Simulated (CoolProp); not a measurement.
Vapour-liquid equilibrium of toluene (1) + p-xylene (2) at 46.7 kPa; x and y are mole fractions of (1).

Values from CoolProp's multi-fluid Helmholtz-energy mixture model, Lemmon 2006 and Zhou 2012; pair parameters Bell 2016.

Task: Give the bubble temperature and the first vapour's composition at x = 0.15, 0.45, 0.75. Is there an azeotrope?

Result: x = 0.15: 379.2 K, y = 0.284; x = 0.45: 370.2 K, y = 0.654; x = 0.75: 363.2 K, y = 0.874. No azeotrope shows between x = 0.05 and 0.95.

The pair parameters rest on a limited set of measurements; away from them the model extrapolates.
